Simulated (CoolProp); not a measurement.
n-nonane along the isobar 3.02 MPa: fugacity coefficient from the reference equation and from simpler models built on Tc = 594.5 K, pc = 2.282 MPa, ω = 0.443; each cubic takes its own stable root.

Values from CoolProp's reference Helmholtz-energy equation of state, Lemmon 2006. It is a short technical equation, of lower accuracy than the large ones.

```
T (K)          phase  reference
-----  -------------  ---------
358.6         liquid   0.004808
382.7         liquid    0.01146
406.9         liquid    0.02399
431           liquid    0.04489
455.2         liquid    0.07692
479.3         liquid     0.1219
503.4         liquid     0.1812
527.6         liquid     0.2553
551.7         liquid     0.3421
575.9         liquid     0.4392
600    supercritical     0.5400
```

Task: How far does each simpler model (van der Waals, Redlich-Kwong, Soave-Redlich-Kwong, Peng-Robinson) lie from the reference over these 11 states: mean and median of the absolute difference, and the worst?

Result: 
- van der Waals: mean 372.7 %, median 145.2 %, worst +1686.2 % at 358.6 K and 3.02 MPa
- Redlich-Kwong: mean 97.5 %, median 61.4 %, worst +317.8 % at 358.6 K and 3.02 MPa
- Soave-Redlich-Kwong: mean 4.7 %, median 5.1 %, worst +6.2 % at 527.6 K and 3.02 MPa
- Peng-Robinson: mean 1.7 %, median 1.7 %, worst +3.5 % at 358.6 K and 3.02 MPa
